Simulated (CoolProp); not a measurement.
Vapour-liquid equilibrium of propane (1) + cyclopropane (2) at 1120 kPa; x and y are mole fractions of (1).

The numbers come from the multi-fluid Helmholtz-energy mixture model, Lemmon 2009 and Polt 1992; pair parameters Bell 2016 in CoolProp. This equation is an older, rougher fit; its heat capacities, sound speeds and derivatives of the liquid may be far off and weren't checked against measurements.

```csv
x,bubble temperature (K),y at the bubble point,dew temperature at overall composition x (K),liquid density (mol/L)
0.05,314.2,0.070,314.5,13.87
0.15,312.2,0.197,312.9,13.51
0.25,310.5,0.311,311.4,13.17
0.35,309.0,0.414,309.9,12.83
0.45,307.8,0.509,308.5,12.50
0.55,306.7,0.598,307.3,12.19
0.65,305.9,0.685,306.2,11.89
0.75,305.3,0.770,305.4,11.60
0.85,304.9,0.858,304.9,11.32
0.95,304.7,0.951,304.7,11.06
```

No azeotrope shows between x = 0.05 and 0.95.

The pair parameters rest on a limited set of measurements; away from them the model extrapolates.
